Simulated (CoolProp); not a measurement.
Properties of C3F8 (R218) along the isobar 8.9 bar (Tc = 345.0 K, pc = 26.40 bar, ω = 0.317).

Values from CoolProp's reference Helmholtz-energy equation of state, Lemmon 2006. It is a short technical equation, of lower accuracy than the large ones.

```tsv
T (K)	phase	density (kg/m³)	cv (kJ/(kg K))	Joule-Thomson coefficient (K/MPa)	isothermal compressibility (1/MPa)	fugacity coefficient
155.7	liquid	1903	0.5316	-0.4550	0.0009257	0.0002892
178.6	liquid	1824	0.5794	-0.4203	0.001245	0.003105
201.5	liquid	1744	0.6234	-0.3753	0.001705	0.01762
224.4	liquid	1661	0.6650	-0.3156	0.002411	0.06504
247.3	liquid	1572	0.7051	-0.2304	0.003587	0.1772
270.3	liquid	1472	0.7452	-0.09350	0.005836	0.3876
293.2	liquid	1354	0.7866	0.1737	0.01125	0.7129
316.1	gas	77.64	0.8100	14.16	1.431	0.8498
339	gas	68.42	0.8271	10.26	1.320	0.8834
```
